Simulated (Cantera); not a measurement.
An isothermal, constant-pressure homogeneous reactor starts with 0.757 % CH2O, 0.934 % O2, 98.3 % N2, equivalence ratio 0.81, at 975 K and 5930 Torr.

Model: GRI-Mech 3.0 (53 species, 325 reactions), integrated in Cantera. Below about 1000 K GRI-Mech 3.0 lacks low-temperature oxidation paths.

One state of this run: x CH2O = 1.12e-10; x O2 = 0.00497; x C2H4 = <1e-12; x CH4 = 1.72e-10; x H2O = 0.00694; x N2O = 1.48e-8. x: mole fraction; the columns are a selection and need not sum to one.

Question: Which value of t (s) does it belong to?
(A) 0.0205
(B) 20.0
(C) 0.146
(D) 0.00765

Answer: C, 0.146
